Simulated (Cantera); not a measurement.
# Carbothermic reduction: Ta2O5 + C + CO + CH4

Feed: 1 mol Ta2O5, 2.4 mol C, 0.4 mol CO, 0.46 mol CH4, at 32.0 Pa.

Cantera equilibrium calculation (NASA polynomials, part measured and part estimated; ideal gas, pure solids and liquids). Candidate condensed phases: C, C6H6, C7H8, C8H18, H2O, Ta, TaC, Ta2O5; 113 gas species. Mutual solubility and eutectic melting of coexisting phases are not modelled. TaC: taken at fixed stoichiometry. Condensed phases not in the tables: Ta2C, N, O or C dissolved in the metal. Equilibrium is a limit: real reactors are often held back by kinetics, nucleation or transport.

| T (K) | x CO | x H2 | x H | x TaO2 | x TaO | x H2O | x CO2 | n TaC(s) | n Ta2O5(s) | n Ta(s) | n Ta2O5(l) |
|---|---|---|---|---|---|---|---|---|---|---|---|
| 1448 | 0.726 | 0.273 | 0.000269 | 1.74e-9 | 5.15e-11 | 0.000124 | 0.000139 | 0.817 | 0.591 | 0 | 0 |
| 1498 | 0.726 | 0.273 | 0.000502 | 1.06e-8 | 4.32e-10 | 0.000134 | 0.000138 | 0.817 | 0.591 | 0 | 0 |
| 1548 | 0.726 | 0.273 | 0.000899 | 5.77e-8 | 3.15e-9 | 0.000144 | 0.000138 | 0.817 | 0.591 | 0 | 0 |
| 1598 | 0.726 | 0.272 | 0.00155 | 2.81e-7 | 2.02e-8 | 0.000154 | 0.000137 | 0.817 | 0.591 | 0 | 0 |
| 1648 | 0.725 | 0.272 | 0.00260 | 1.24e-6 | 1.16e-7 | 0.000164 | 0.000136 | 0.817 | 0.591 | 0 | 0 |
| 1698 | 0.725 | 0.271 | 0.00421 | 4.98e-6 | 5.96e-7 | 0.000173 | 0.000136 | 0.817 | 0.591 | 0 | 0 |
| 1748 | 0.724 | 0.269 | 0.00663 | 1.84e-5 | 2.79e-6 | 0.000182 | 0.000135 | 0.817 | 0.591 | 0 | 0 |
| 1798 | 0.723 | 0.267 | 0.0102 | 6.34e-5 | 1.19e-5 | 0.000190 | 0.000135 | 0.817 | 0.591 | 0 | 0 |
| 1848 | 0.774 | 0.212 | 0.0136 | 0.000186 | 3.63e-5 | 0.000188 | 0.000172 | 0 | 0.427 | 1.14 | 0 |
| 1898 | 0.771 | 0.208 | 0.0199 | 0.000505 | 9.76e-5 | 0.000237 | 0.000210 | 0 | 0.427 | 1.14 | 0 |
| 1948 | 0.767 | 0.202 | 0.0284 | 0.00130 | 0.000249 | 0.000293 | 0.000253 | 0 | 0.425 | 1.14 | 0 |
| 1998 | 0.761 | 0.195 | 0.0396 | 0.00317 | 0.000607 | 0.000353 | 0.000302 | 0 | 0.421 | 1.14 | 0 |
| 2048 | 0.752 | 0.185 | 0.0538 | 0.00742 | 0.00141 | 0.000415 | 0.000355 | 0 | 0.413 | 1.14 | 0 |
| 2098 | 0.737 | 0.172 | 0.0713 | 0.0158 | 0.00308 | 0.000460 | 0.000400 | 0 | 0 | 1.12 | 0.397 |
x: gas mole fraction; n: condensed amount in mol.

From 1448 K to 1798 K the condensed part is TaC(s) + Ta2O5(s). From 1848 K to 2048 K the condensed part is Ta(s) + Ta2O5(s). At 2098 K the condensed part is Ta(s) + Ta2O5(l).
